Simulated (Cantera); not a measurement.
A perfectly stirred reactor is fed with CH₃OH : O₂ : N₂ = 0.0086 : 0.0036 : 0.18 (molar parts), at 10.0 bar; it is held at 1300 K, and followed from long to short residence time.

Computed with Cantera and GRI-Mech 3.0 (53 species, 325 reactions). GRI-Mech 3.0 was tuned for natural gas; its chemistry of methanol as a main component is partial and can be far from experiment. The temperature is held fixed by assumption; the heat of reaction is taken as removed at once.

One state of this run: x CH₃OH = 5.41e-6; x O₂ = 3.24e-5; x C₂H₄ = 3.03e-7; x C₂H₂ = 1.88e-7; x N₂O = 5.48e-10; x C₂H = <1e-12. x: mole fraction; the columns are a selection and need not sum to one.

### Question
Which value of τ (s) does it belong to?
A) 0.072
B) 0.00027
C) 2.1
D) 20

### Answer
C, 2.1
